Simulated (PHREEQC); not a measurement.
**Copper plating or etch bath (model solution)**

Make-up at 25 °C: 0.035 mol CuCl2 and 0.0003 mol H2SO4 per kg of water. Closed to the air; pH follows from the charge balance.

The numbers come from PHREEQC with the ion-association model, phreeqc.dat.

This is a speciation only: nothing precipitates in the calculation.

Question: Predict the pH, specific conductance.

Answer: pH 3.31; specific conductance 6960 µS/cm.

Question: In which forms is Cl present?

Answer: Cl- 96 %, CuCl+ 3.4 % of the Cl.

Complexes and solids missing from the database can't appear.
